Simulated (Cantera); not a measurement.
Input: 1 mol CuO, 5.8 mol NF₃, 11 mol H₂, at 977 °C and 13.3 mbar.

Method: chemical equilibrium by Gibbs-energy minimisation in Cantera with the NASA 1993 tables (ideal gas, pure condensed phases). Candidate condensed phases: Cu, CuF₂, CuO, Cu(OH)₂, Cu₂O, H₂O; 45 gas species. Kinetics and transport are ignored.

Base state: HF 0.770, N₂ 0.128, H₂ 0.0575, H₂O 0.0442 (mole fractions); condensed: Cu(s).

Problem. What changes in the equilibrium state with this change: NF₃ from 5.8 to 1.1 mol?

Solution. 
```tsv
species	before	after
H₂	0.0575	0.633
HF	0.770	0.250
H₂O	0.0442	0.0758
N₂	0.128	0.0417
Cu(s), mol	1.000	1.000
```

Problem. What changes in the equilibrium state with this change: temperature from 977 °C to 1350 °C?

Solution. 
```tsv
species	before	after
HF	0.770	0.765
N₂	0.128	0.128
H₂	0.0575	0.0579
Cu	3.48e-6	0.00417
CuF	6.81e-6	0.00149
H₂O	0.0442	0.0440
H	1.00e-6	0.000144
Cu(s), mol	1.000	0
Cu(l), mol	0	0.871
```

Problem. What changes in the equilibrium state with this change: temperature from 977 °C to 1627 °C?

Solution. 
```json
[
 {"species": "HF", "before": "0.770", "after": "0.733"},
 {"species": "N₂", "before": "0.128", "after": "0.123"},
 {"species": "H₂", "before": "0.0575", "after": "0.0572"},
 {"species": "Cu", "before": "3.48e-6", "after": "0.0368"},
 {"species": "CuF", "before": "6.81e-6", "after": "0.00557"},
 {"species": "H₂O", "before": "0.0442", "after": "0.0423"},
 {"species": "Cu₂", "before": "<1e-9", "after": "3.22e-5"},
 {"species": "OH", "before": "7.97e-9", "after": "9.99e-5"},
 {"species": "H", "before": "1.00e-6", "after": "0.00164"},
 {"species": "Cu(s), mol", "before": "1.000", "after": "0"}
]
```
